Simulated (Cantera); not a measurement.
Ta2O5 + H2 (hydrogen reduction and annealing atmospheres)

Feed: 1 mol Ta2O5, a varied amount of H2, held at 1.30 bar.

Equilibrium computed with Cantera from the NASA thermochemical tables; the gas is ideal and each condensed phase is pure. Candidate condensed phases: H2O, Ta, Ta2O5; 12 gas species. Mutual solubility and eutectic melting of coexisting phases are not modelled. Condensed phases not in the tables: N, O or C dissolved in the metal. The numbers say what is thermodynamically allowed, not how fast it happens.

Task: Map the stable condensed phases over T = 1123, 1223, 1323, 1423, 1523, 1623, 1723, 1823, 1923, 2023, 2123, 2223 K and n(H2) in mol = 1.5, 3.2, 4.8, 6.5, 8.2, 9.8, 12, 13, 15, 17, 18, 20, 22.

Result: 
```
T in K \ n(H2) in mol
         1.5 3.2 4.8 6.5 8.2 9.8  12  13  15  17  18  20  22
   2223    A   A   A   A   A   A   A   A   A   A   A   A   A
   2123    A   A   A   A   A   A   A   A   A   A   A   A   A
   2023    A   A   A   A   A   A   A   A   A   A   A   A   A
   1923    A   A   A   A   A   A   A   A   A   A   A   A   A
   1823    A   A   A   A   A   A   A   A   A   A   A   A   A
   1723    A   A   A   A   A   A   A   A   A   A   A   A   A
   1623    B   A   A   A   A   A   A   A   A   A   A   A   A
   1523    B   B   A   A   A   A   A   A   A   A   A   A   A
   1423    B   B   B   B   B   B   A   A   A   A   A   A   A
   1323    B   B   B   B   B   B   B   B   B   B   B   B   B
   1223    B   B   B   B   B   B   B   B   B   B   B   B   B
   1123    B   B   B   B   B   B   B   B   B   B   B   B   B
```
A: Ta + Ta2O5; B: Ta2O5.
